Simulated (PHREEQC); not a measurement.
Solution (71 °C): 0.04 mol/kgw KOH and 0.00015 mol/kgw K2SiO3. It is in equilibrium with CO2 at log p = -3.4 (atm). Otherwise closed; pH follows from the charge balance.

Model: ion-association model, phreeqc.dat, run in PHREEQC.

```
quantity         before    after
---------------  ------  -------
pH                 9.69     9.47
HCO3- (mol/kgw)  0.0165  0.00981
CO3-2 (mol/kgw)  0.0113  0.00389
```

### Question
Name the change that produced these shifts.
(A) KOH from 0.04 to 0.2 mol/kgw
(B) 0.022 mol/kgw HBr added
(C) K2SiO3 left out
(D) 0.00094 mol/kgw SrCl2 added

### Answer
B, 0.022 mol/kgw HBr added

This is a speciation only: nothing precipitates in the calculation. Constants without temperature data keep their 25 °C values here.
